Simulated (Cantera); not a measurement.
An isothermal, constant-pressure homogeneous reactor starts with H2 : O2 : N2 = 0.47 : 1 : 5.8 (molar parts), at 1325 K and 1.00 bar.

Model: the H2/O2 subset of GRI-Mech 3.0, which has no nitrogen chemistry, integrated in Cantera. The temperature is held fixed by assumption; the heat of reaction is taken as removed at once.

x: mole fraction; the columns are a selection and need not sum to one.

```csv
t (s),x H2,x O2,x O,x H2O2,x H2O,x HO2,x OH
2.00e-6,0.0646,0.138,2.85e-9,1.12e-11,2.95e-9,1.08e-8,2.21e-9
1.12e-5,0.0646,0.138,(withheld),4.32e-10,(withheld),(withheld),(withheld)
6.32e-5,0.00451,0.106,0.00898,3.70e-6,0.0548,4.52e-5,0.00354
0.000356,9.98e-5,0.109,0.000182,6.91e-7,0.0665,9.17e-6,0.000423
0.00200,3.25e-6,0.109,8.12e-6,8.07e-8,0.0668,6.05e-7,9.22e-5
0.0112,2.67e-7,0.109,8.91e-7,1.20e-8,0.0668,7.25e-8,3.05e-5
0.0632,4.59e-8,0.109,1.61e-7,2.46e-9,0.0668,2.50e-8,1.29e-5
0.356,2.74e-8,0.109,9.16e-8,1.46e-9,0.0668,2.36e-8,9.71e-6
2.00,2.74e-8,0.109,9.14e-8,1.46e-9,0.0668,2.36e-8,9.70e-6
```

Problem. Fill in the missing entries.

Solution. 
- 1.12e-5, x O: 1.98e-7
- 1.12e-5, x H2O: 6.36e-7
- 1.12e-5, x HO2: 1.05e-7
- 1.12e-5, x OH: 1.38e-7
